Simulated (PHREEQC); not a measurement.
Make-up at 35 °C: 0.0096 mol/kgw FeSO4, 0.25 mol/kgw MgSO4 and 0.0012 mol/kgw NaHCO3. Closed to the air; pH follows from the charge balance.

Model: ion-association model, wateq4f.dat, run in PHREEQC.

Precipitation was switched off in this run.

Problem. Predict the pH, ionic strength, activity of water.

Solution. pH 7.25; ionic strength 0.384 mol/kgw; activity of water 0.994.

Problem. In which forms is C present?

Solution. HCO3- 63 %, MgHCO3+ 22 %, FeHCO3+ 7.3 %, CO2 4.7 %, MgCO3 1.2 %, FeCO3 1.2 % of the C.

The solution is supersaturated, for example in Siderite, Magnesite (slow to form), so a real one may precipitate; this is no full list. Complexes and solids missing from the database can't appear.
